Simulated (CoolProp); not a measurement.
Octamethylcyclotetrasiloxane (D4) at several states: density (kg/m³) from the reference equation and from simpler models built on Tc = 586.5 K, pc = 13.47 bar, ω = 0.598; each cubic takes its own stable root.

Model: reference Helmholtz-energy equation of state, Thol 2015, in CoolProp.

```
T (K)  p (bar)   phase  reference
-----  -------  ------  ---------
618.7    0.258     gas      1.496
320.3     1.61  liquid      925.6
582.1     10.6     gas      107.3
563.7     1.02     gas      6.666
452.3     3.72  liquid      762.0
```

Q: How far does each simpler model (van der Waals, Peng-Robinson) lie from the reference over these 5 states: mean and median of the absolute difference, and the worst?

A: 
- van der Waals: mean 29.8 %, median 9.8 %, worst -95.3 % at 452.3 K and 3.72 bar
- Peng-Robinson: mean 0.7 %, median 0.2 %, worst +2.6 % at 452.3 K and 3.72 bar

At some of these states van der Waals gives the other phase, because its saturation line lies elsewhere.
